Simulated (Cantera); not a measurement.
A freely propagating, adiabatic, planar premixed flame of 22.7 % H2, 13.0 % O2, 48.9 % N2, 15.4 % H2O, equivalence ratio 0.87, unburnt at 723 K and 0.938 atm; mixture-averaged transport, grid criteria slope 0.08 and curve 0.16, no radiation.

Computed with Cantera and the H2/O2 subset of GRI-Mech 3.0, which has no nitrogen chemistry. Burning velocities carry a grid error of a few per cent, more on coarse grids.

x: mole fraction of selected species; z is measured from the peak of heat release.

| z (mm) | T (K) | u (m/s) | x H2 | x O2 | x H2O | x H2O2 | x O | x OH |
|---|---|---|---|---|---|---|---|---|
| -1.48 | 723 | 7.27 | 0.227 | 0.130 | 0.154 | <1e-8 | <1e-8 | <1e-8 |
| -0.988 | 723 | 7.27 | 0.226 | 0.130 | 0.154 | <1e-8 | <1e-8 | <1e-8 |
| -0.741 | 723 | 7.27 | 0.226 | 0.130 | 0.154 | <1e-8 | <1e-8 | <1e-8 |
| -0.494 | 723 | 7.27 | 0.226 | 0.130 | 0.154 | <1e-8 | <1e-8 | <1e-8 |
| -0.247 | 736 | 7.36 | 0.221 | 0.131 | 0.156 | 3.93e-6 | 8.11e-6 | 2.86e-5 |
| -0.123 | ___ | 8.72 | 0.192 | 0.126 | 0.175 | 1.61e-5 | 0.000288 | 0.000622 |
| 0 | ___ | 11.9 | 0.117 | 0.0960 | 0.246 | 7.91e-6 | 0.00350 | 0.00314 |
| 0.123 | ___ | 14.2 | 0.0556 | 0.0553 | 0.319 | 4.49e-6 | 0.00765 | 0.00899 |
| 0.247 | 1654 | 15.4 | 0.0388 | 0.0412 | 0.345 | 2.75e-6 | 0.00828 | 0.0125 |
| 0.494 | 1796 | 16.6 | 0.0326 | 0.0350 | 0.360 | 1.46e-6 | 0.00693 | 0.0144 |
| 0.988 | 1930 | 17.7 | 0.0269 | 0.0307 | 0.374 | 8.23e-7 | 0.00493 | 0.0146 |
| 1.98 | 2045 | 18.6 | 0.0201 | 0.0269 | 0.389 | 5.23e-7 | 0.00314 | 0.0135 |
| 3.95 | 2133 | 19.2 | 0.0135 | 0.0239 | 0.401 | 3.62e-7 | 0.00182 | 0.0114 |

**Question.** What belongs in the gaps?

**Answer.** 
- -0.123, T (K): 891
- 0, T (K): 1248
- 0.123, T (K): 1516
